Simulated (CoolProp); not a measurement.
500 sccm (0 °C, 1 atm) of nitrogen bubbles through liquid the fluoroketone C6F12O (FK-5-1-12) at 299.7 K and leaves saturated at a total pressure of 0.15 MPa (ideal gas phase). Each further row changes one setting.

The numbers come from the reference Helmholtz-energy equation of state, McLinden 2015 in CoolProp.

```csv
case,vapour pressure (kPa),mole fraction of vapour,delivery (mg/min),delivery (sccm),change of delivery for a bath 1 K warmer (%)
as stated,43.1,0.287,2840,202,___
bath temperature 304.7 K,___,___,___,___,6.4
total pressure 0.3 MPa,43.1,0.144,___,___,5.0
```

Question: Fill in the missing entries.

Answer: 
- as stated, change of delivery for a bath 1 K warmer (%): 6.0
- bath temperature 304.7 K, vapour pressure (kPa): 52.8
- bath temperature 304.7 K, mole fraction of vapour: 0.352
- bath temperature 304.7 K, delivery (mg/min): 3830
- bath temperature 304.7 K, delivery (sccm): 272
- total pressure 0.3 MPa, delivery (mg/min): 1180
- total pressure 0.3 MPa, delivery (sccm): 83.9
